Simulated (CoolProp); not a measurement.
Model: reference Helmholtz-energy equation of state, Thol 2015, in CoolProp.

Question: For 1,2-dichloroethane, give the phase and the Z, cv (kJ/(kg K)), isothermal compressibility (1/MPa), expansivity (1/kK) at 226.85 °C and 5880 kPa.

Answer: 
- 226.85 °C and 5880 kPa: liquid; Z 0.156, cv 1.05, isothermal compressibility 0.00744, expansivity 2.79
